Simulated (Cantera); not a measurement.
A Cantera script and what it prints.

```python
import numpy as np
import cantera as ct

gas_names = [...]  # 109 gases of nasa_gas.yaml made of C, Cl, H, Si
cond_names = """
    C(gr) C6H6(L) C7H8(L) C8H18(L),n-octa Si(cr) Si(L) SiC(b)
""".split()


# ... load() reads the species with a 1 bar reference pressure and builds the phases ...
atoms = {
    'SiHCl3': {'Si': 1, 'H': 1, 'CL': 3},
    'H2': {'H': 2},
    'C2H2': {'C': 2, 'H': 2},
}
top_T = {'C(gr)': 4500, 'SiC(b)': 3050}  # K; cautious upper limits of use, not melting points


# ... equilibrate(T, P, feed) seeds the gas with the atoms and calls Mixture.equilibrate('TP', solver="vcs", rtol=1e-11, max_steps=5000) ...
results = []
feed = {'SiHCl3': 1, 'H2': 14, 'C2H2': 0.0094}  # mol
P = 12000  # Pa
for T in [1500, 1600, 1700, 1800, 1900, 2000, 2100, 2200, 2300, 2400, 2500, 2600]:
    mix = equilibrate(T, P, feed)
    results.append((T, P, feed, dict(zip(mix.species_names, mix.species_moles))))

top = {s: max(r[3][s] / sum(r[3][g] for g in gas_names) for r in results) for s in gas_names}
cols = sorted((s for s in top if top[s] > 1e-05), key=lambda s: -top[s])[:8]
seen = [c for c in cond_names if any(r[3].get(c, 0) > 1e-12 for r in results)]
print("log10 of partial pressures in bar; condensed amounts in mol")
print(f"{'T/K':>10s}" + "".join(f"{s[:9]:>10s}" for s in cols + seen))
for T, P, feed, n in results:
    ng = sum(n[g] for g in gas_names)
    print(f"{T:10.4g}" + "".join(f"{np.log10(max(n[s] / ng * P / 1e5, 1e-99)):10.3f}" for s in cols)
          + "".join(f"{n.get(c, 0):10.4g}" for c in seen))
```

It prints:

```
log10 of partial pressures in bar; condensed amounts in mol
       T/K        H2       HCL         H     SiCL2        Si        CL      SiCL     SiCL3    Si(cr)     Si(L)    SiC(b)
      1500    -0.986    -1.927    -5.248    -2.361    -7.978    -6.282    -6.548    -3.398    0.3168         0   0.01877
      1600    -0.988    -1.922    -4.758    -2.320    -7.011    -5.795    -5.923    -3.613    0.3003         0   0.01878
      1700    -0.988    -1.922    -4.326    -2.302    -6.168    -5.369    -5.386    -3.824         0     0.291   0.01878
      1800    -0.990    -1.900    -3.941    -2.321    -5.498    -4.968    -4.966    -4.023         0    0.3267   0.01877
      1900    -0.992    -1.883    -3.596    -2.342    -4.899    -4.610    -4.593    -4.206         0    0.3575   0.01873
      2000    -0.994    -1.869    -3.286    -2.364    -4.361    -4.288    -4.260    -4.374         0    0.3805   0.01854
      2100    -0.997    -1.858    -3.005    -2.388    -3.875    -3.999    -3.960    -4.532         0    0.3888   0.01777
      2200    -1.003    -1.852    -2.751    -2.415    -3.433    -3.738    -3.691    -4.681         0    0.3668   0.01492
      2300    -1.011    -1.851    -2.520    -2.447    -3.031    -3.502    -3.450    -4.828         0    0.2805   0.00527
      2400    -1.026    -1.859    -2.311    -2.488    -2.662    -3.291    -3.235    -4.977         0   0.06948         0
      2500    -1.045    -1.835    -2.122    -2.622    -2.490    -3.063    -3.168    -5.177         0         0         0
      2600    -1.069    -1.816    -1.950    -2.815    -2.398    -2.852    -3.176    -5.431         0         0         0
```

Method: chemical equilibrium by Gibbs-energy minimisation in Cantera with the NASA 1993 tables (ideal gas, pure condensed phases). Mutual solubility and eutectic melting of coexisting phases are not modelled. The tables' values for SiCl, SiCl3 are old estimates; treat these amounts as uncertain. Gases not in the tables: Si2H6 and higher silanes.
